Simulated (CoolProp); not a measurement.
Ethanol at 448.91 K and 0.13 MPa is throttled through a valve to 0.0376 MPa with no heat exchange. Each further row changes one setting.

Computed with CoolProp (reference Helmholtz-energy equation of state, Schroeder 2014).

```tsv
case	temperature change (K)	final density (kg/m³)
as stated	…	0.468
outlet pressure 0.0113 MPa	…	0.140
outlet pressure 0.0489 MPa	…	…
```

Problem. Fill in the missing entries.

Solution. 
- as stated, temperature change (K): -1.8
- outlet pressure 0.0113 MPa, temperature change (K): -2.3
- outlet pressure 0.0489 MPa, temperature change (K): -1.6
- outlet pressure 0.0489 MPa, final density (kg/m³): 0.608
